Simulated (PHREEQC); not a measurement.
## Acid rinse or clean: an equilibrium model

Solution (25 °C): 16.5 mmol/kgw HCl, 0.16 mmol/kgw ZnSO4 and 1.5 mmol/kgw CuCl2. Closed to the air; pH follows from the charge balance.

All values are PHREEQC results (ion-association model, phreeqc.dat), not measurements.

* **pH**: 1.84
* **ionic strength**: 0.0214 mol/kgw
* **specific conductance**: 6710 µS/cm
* **total alkalinity**: -16.5 meq/kg

```tsv
species	molality	activity	log γ
Cl-	0.0194	0.0168	-0.063
H+	0.0164	0.0146	-0.052
Cu+2	0.00145	0.000849	-0.231
Zn+2	0.000154	8.87e-5	-0.240
SO4-2	7.81e-5	4.48e-5	-0.241
HSO4-	7.32e-5	6.35e-5	-0.062
CuCl+	4.44e-5	3.84e-5	-0.063
CuSO4	7.74e-6	7.77e-6	0.002
ZnCl+	4.64e-6	4.02e-6	-0.063
```

No solid was allowed to form.
